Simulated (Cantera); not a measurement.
An isothermal, constant-pressure homogeneous reactor starts with C2H6 : H2 = 1 : 16 (molar parts), at 1675 K and 0.00240 bar.

Computed with Cantera and GRI-Mech 3.0 (53 species, 325 reactions). GRI-Mech 3.0 stops at C3 and has no aromatics, soot or wall deposition, so with more carbon than oxygen in the feed, carbon stays in small species such as C2H2 where larger ones or solid carbon would form. Radical loss at walls, strong at low pressure, is not modelled.

x: mole fraction; the columns are a selection and need not sum to one.

| t (s) | x C2H6 | x H2 | x CH2 | x H | x C2H2 |
|---|---|---|---|---|---|
| 2.00e-5 | 0.0585 | 0.941 | 1.15e-9 | 1.75e-5 | 2.54e-12 |
| 6.21e-5 | 0.0578 | 0.940 | 3.53e-8 | 0.000134 | 4.28e-10 |
| 0.000193 | 0.0550 | 0.938 | 8.73e-7 | 0.000779 | 1.69e-7 |
| 0.000599 | 0.0412 | 0.929 | 9.97e-6 | 0.00257 | 5.22e-5 |
| 0.00186 | 0.00564 | 0.900 | 2.73e-5 | 0.00727 | 0.00267 |
| 0.00578 | ? | 0.900 | ? | ? | ? |
| 0.0179 | 3.03e-5 | 0.905 | 9.26e-6 | 0.00388 | 0.0198 |
| 0.0557 | 1.64e-5 | 0.911 | 4.43e-6 | 0.00243 | 0.0242 |
| 0.173 | 7.81e-6 | 0.916 | 1.93e-6 | 0.00153 | 0.0283 |
| 0.537 | 3.92e-6 | 0.922 | 1.07e-6 | 0.00119 | 0.0328 |
| 1.67 | 1.84e-6 | 0.930 | 8.23e-7 | 0.00123 | 0.0393 |
| 5.18 | 4.37e-7 | 0.939 | 5.66e-7 | 0.00148 | 0.0468 |
| 16.1 | 4.13e-8 | 0.944 | 2.80e-7 | 0.00196 | 0.0510 |
| 50.0 | ? | 0.945 | ? | ? | 0.0522 |

Complete the blanks.


- 0.00578, x C2H6: 5.09e-5
- 0.00578, x CH2: 1.74e-5
- 0.00578, x H: 0.00609
- 0.00578, x C2H2: 0.0130
- 50.0, x C2H6: 2.47e-9
- 50.0, x CH2: 8.84e-8
- 50.0, x H: 0.00228
